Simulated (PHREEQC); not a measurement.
Solution (25 °C): 2.2e-05 mol HF, 6.6e-07 mol (NH4)2SiF6, 0.00022 mol H3BO3 and 3.3e-07 mol H2SO4 per kg of water. Closed to the air; pH follows from the charge balance.

All values are PHREEQC results (ion-association model, wateq4f.dat), not measurements.

Precipitation was switched off in this run.

Task: What pH does the model give?

Result: pH 4.62.

Task: In which forms is F present?

Result: F- 96 %, HF 3.5 % of the F.

Complexes and solids missing from the database can't appear. SiF6-2 is the database's only silicon fluoride. Real BF4- forms and hydrolyses slowly; the run takes it at equilibrium.
